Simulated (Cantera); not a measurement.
Input (Python, Cantera) and output of one run.

```python
import numpy as np
import cantera as ct

gas_names = [...]  # 113 gases of nasa_gas.yaml made of C, H, O, Ti
cond_names = """
    C(gr) C6H6(L) C7H8(L) C8H18(L),n-octa H2O(s) H2O(L) Ti(a) Ti(b) Ti(L) TiC(s) TiC(L) TiO(a) TiO(b)
    TiO(L) TiO2(ru) TiO2(L) Ti2O3(a) Ti2O3(b) Ti2O3(L) Ti3O5(a) Ti3O5(b) Ti3O5(L) Ti4O7(s) Ti4O7(L)
""".split()


# ... load() reads the species with a 1 bar reference pressure and builds the phases ...
atoms = {
    'Ti(OiPr)4': {'Ti': 1, 'C': 12, 'H': 28, 'O': 4},
    'O2': {'O': 2},
    'H2': {'H': 2},
}
top_T = {'C(gr)': 4500}  # K; cautious upper limits of use, not melting points


# ... equilibrate(T, P, feed) seeds the gas with the atoms and calls Mixture.equilibrate('TP', solver="vcs", rtol=1e-11, max_steps=5000) ...
results = []
feed = {'Ti(OiPr)4': 1, 'O2': 0.057, 'H2': 4}  # mol
P = 73000  # Pa
for T in [1000, 1100, 1200, 1300, 1400, 1500, 1600, 1700, 1800, 1900, 2000, 2100, 2200]:
    mix = equilibrate(T, P, feed)
    results.append((T, P, feed, dict(zip(mix.species_names, mix.species_moles))))

top = {s: max(r[3][s] / sum(r[3][g] for g in gas_names) for r in results) for s in gas_names}
cols = sorted((s for s in top if top[s] > 0.001), key=lambda s: -top[s])[:7]
seen = [c for c in cond_names if any(r[3].get(c, 0) > 1e-12 for r in results)]
print("log10 of partial pressures in bar; condensed amounts in mol")
print(f"{'T/K':>10s}" + "".join(f"{s[:9]:>10s}" for s in cols + seen))
for T, P, feed, n in results:
    ng = sum(n[g] for g in gas_names)
    print(f"{T:10.4g}" + "".join(f"{np.log10(max(n[s] / ng * P / 1e5, 1e-99)):10.3f}" for s in cols)
          + "".join(f"{n.get(c, 0):10.4g}" for c in seen))
```

It prints:

```
log10 of partial pressures in bar; condensed amounts in mol
       T/K        H2        CO       CH4       H2O         H       CO2 C2H2,acet     C(gr)    TiC(s)  TiO2(ru)  Ti3O5(b)  Ti4O7(s)
      1000    -0.212    -1.203    -1.444    -1.818    -8.750    -2.652    -9.155      9.41         0         1         0         0
      1100    -0.196    -1.133    -1.836    -2.377    -7.685    -3.321    -8.071      9.62         0         1         0         0
      1200    -0.190    -1.119    -2.181    -2.894    -6.800    -3.961    -7.178     9.744         0         1         0         0
      1300    -0.193    -1.073    -2.490    -3.305    -6.053    -4.431    -6.432     9.561         0         0         0      0.25
      1400    -0.193    -1.059    -2.751    -3.681    -5.410    -4.883    -5.792     9.509         0         0    0.3333         0
      1500    -0.227    -0.867    -3.044    -3.859    -4.868    -4.912    -5.271     6.863         1         0         0         0
      1600    -0.227    -0.867    -3.240    -4.152    -4.378    -5.270    -4.787      6.87         1         0         0         0
      1700    -0.227    -0.867    -3.413    -4.410    -3.945    -5.584    -4.361     6.873         1         0         0         0
      1800    -0.227    -0.867    -3.567    -4.639    -3.559    -5.861    -3.983     6.872         1         0         0         0
      1900    -0.227    -0.867    -3.704    -4.843    -3.214    -6.107    -3.645     6.867         1         0         0         0
      2000    -0.227    -0.867    -3.827    -5.026    -2.903    -6.327    -3.342     6.854         1         0         0         0
      2100    -0.228    -0.868    -3.938    -5.191    -2.621    -6.525    -3.069      6.83         1         0         0         0
      2200    -0.230    -0.868    -4.041    -5.342    -2.364    -6.703    -2.821     6.791         1         0         0         0
```

Equilibrium computed with Cantera from the NASA thermochemical tables; the gas is ideal and each condensed phase is pure. The feed counts by its element totals alone. TiC: taken at fixed stoichiometry. Condensed phases not in the tables: Magnéli phases beyond Ti4O7. Gases not in the tables: TiO(OH)2.
